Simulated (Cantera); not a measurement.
Cantera run:

```python
import numpy as np
import cantera as ct

gas_names = """
    C CH CH2 CH3 CH2OH CH3O CH4 CH3OH CO CO2 COOH C2 C2H CHCO,ketyl C2H2,acetylene C2H2,vinylidene
    CH2CO,ketene C2H3,vinyl CH3CO,acetyl C2H4 C2H4O,ethylen CH3CHO,ethanal CH3COOH (HCOOH)2 C2H5 C2H6
    CH3OCH3 C2H5OH C2O C3 C3H3,propargyl C3H4,allene C3H4,propyne C3H4,cyclo- C3H5,allyl C3H6,propylene
    C3H6,cyclo- C3H6O C3H7,n-propyl C3H7,i-propyl C3H8 C3H8O,1propanol C3H8O,2propanol C3O2 C4 C4H2
    C4H4,1,3-cyclo- C4H6,butadiene C4H6,2-butyne C4H6,cyclo- C4H8,1-butene C4H8,cis2-buten
    C4H8,tr2-butene C4H8,isobutene C4H8,cyclo- (CH3COOH)2 C4H9,n-butyl C4H9,i-butyl C4H9,s-butyl
    C4H9,t-butyl C4H10,isobutane C4H10,n-butane C5 C5H6,1,3cyclo- C5H8,cyclo- C5H10,1-pentene
    C5H10,cyclo- C5H11,pentyl C5H11,t-pentyl C5H12,n-pentane C5H12,i-pentane CH3C(CH3)2CH3 C6H2
    C6H5,phenyl C6H5O,phenoxy C6H6 C6H5OH,phenol C6H10,cyclo- C6H12,1-hexene C6H12,cyclo- C6H13,n-hexyl
    C7H7,benzyl C7H8 C7H8O,cresol C7H14,1-heptene C7H15,n-heptyl C7H16,n-heptane C8H8,styrene
    C8H10,ethylbenz C8H16,1-octene C8H17,n-octyl C8H18,isooctane C8H18,n-octane C9H19,n-nonyl
    C10H8,naphthale C10H21,n-decyl C12H9,o-bipheny C12H10,bipheny Fe FeC5O5 FeO Fe(OH)2 H HCO HO2 H2
    HCHO,formaldehy HCOOH H2O H2O2 O OH O2 O3
""".split()
cond_names = """
    C(gr) C6H6(L) C7H8(L) C8H18(L),n-octa Fe(a) Fe(c) Fe(d) Fe(L) FeC5O5(L) FeO(s) FeO(L) Fe(OH)2(s)
    Fe(OH)3(s) Fe2O3(s) Fe3O4(s) H2O(s) H2O(L)
""".split()


def load(file, names, dense=False):
    # The tables refer to 1 bar. Condensed volumes are neglected.
    table = {s.name: s for s in ct.Species.list_from_file(file)}
    out = []
    for n in names:
        d = dict(table[n].input_data)
        d["thermo"] = dict(d["thermo"], **{"reference-pressure": 1e5})
        if dense:
            d["equation-of-state"] = {"model": "constant-volume", "density": "1e6 g/cm^3"}
        out.append(ct.Species.from_dict(d))
    return out


gas = ct.Solution(thermo="ideal-gas", species=load("nasa_gas.yaml", gas_names))
cond = {s.name: ct.Solution(thermo="fixed-stoichiometry", species=[s], name=s.name)
        for s in load("nasa_condensed.yaml", cond_names, dense=True)}
atoms = {
    'Fe2O3': {'Fe': 2, 'O': 3},
    'CH4': {'C': 1, 'H': 4},
    'CO': {'C': 1, 'O': 1},
}
top_T = {'C(gr)': 4500, 'Fe2O3(s)': 1830, 'Fe3O4(s)': 1870}  # K; cautious upper limits of use, not melting points


def equilibrate(T, P, feed):
    n = {}
    for name, mol in feed.items():
        for a, k in atoms[name].items():
            n[a] = n.get(a, 0.0) + k * mol
    gas.TPX = T, P, n
    mass = sum(n.values()) * gas.mean_molecular_weight
    gas.equilibrate("TP")
    valid = [c for c in cond.values() if c.min_temp <= T <= top_T.get(c.name, c.max_temp)]
    mix = ct.Mixture([(gas, mass / gas.mean_molecular_weight)] + [(c, 0.0) for c in valid])
    mix.T, mix.P = T, P
    mix.equilibrate("TP", solver="vcs", rtol=1e-11, max_steps=5000)
    return mix


results = []
feed = {'Fe2O3': 1, 'CH4': 1.2, 'CO': 0.078}  # mol
T = 1623.15  # K
P = 12000  # Pa
mix = equilibrate(T, P, feed)
results.append((T, P, feed, dict(zip(mix.species_names, mix.species_moles))))
print(gas.report(threshold=1e-05))
for i in range(1, mix.n_phases):
    print(f"{mix.phase(i).name:16s} {mix.phase_moles(i):12.5e} mol")
```

Result:

```
       temperature   1623.2 K
          pressure   12000 Pa
           density   0.013423 kg/m^3
  mean mol. weight   15.096 kg/kmol
   phase of matter   gas

                          1 kg             1 kmol
                     ---------------   ---------------
          enthalpy       -3.7134e+06       -5.6056e+07  J
   internal energy       -4.6074e+06       -6.9552e+07  J
           entropy             16590        2.5043e+05  J/K
    Gibbs function       -3.0641e+07       -4.6254e+08  J
 heat capacity c_p            2522.6             38080  J/K
 heat capacity c_v            1971.8             29766  J/K

                      mass frac. Y      mole frac. X     chem. pot. / RT
                     ---------------   ---------------   ---------------
                CO            0.5604           0.30202            -38.52
               CO2           0.13243          0.045424           -64.959
                Fe        5.1683e-05        1.3971e-05           -6.7941
                 H        8.9001e-06        0.00013329           -10.883
                H2          0.059413           0.44488           -21.766
               H2O           0.24765           0.20751           -48.205
     [ +108 minor]        6.0062e-05        1.2222e-05

C(gr)             0.00000e+00 mol
Fe(c)             1.13038e+00 mol
FeC5O5(L)         0.00000e+00 mol
FeO(s)            8.69537e-01 mol
Fe2O3(s)          0.00000e+00 mol
Fe3O4(s)          0.00000e+00 mol
```

Equilibrium computed with Cantera from the NASA thermochemical tables; the gas is ideal and each condensed phase is pure. Mutual solubility and eutectic melting of coexisting phases are not modelled. The tables' stoichiometric FeO is somewhat more stable than real wüstite, so its field is too wide. FeO: taken at fixed stoichiometry.
